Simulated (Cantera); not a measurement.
Ignition delay

Mixture: CO : H2 : CH4 : O2 : N2 = 1 : 1 : 0.75 : 3.01 : 11.3 (molar parts), equivalence ratio 0.83, at 9.87 atm, adiabatic and at constant volume. Ignition delay is the time to a rise of 400 K.

Computed with Cantera and GRI-Mech 3.0 (53 species, 325 reactions). Below about 1000 K GRI-Mech 3.0 lacks low-temperature oxidation paths. Below about 950 K walls govern HO2 and H2O2 in real vessels.

```
T0 (K)  delay (ms)
------  ----------
873            226
973           14.2
1073          1.28
1173         0.191
1273        0.0575
1373        0.0253
1473        0.0133
1573       0.00774
1673       0.00485
1773       0.00321
```

```yaml
apparent activation energy between 1573 and 1773 K: 100 kJ/mol
```
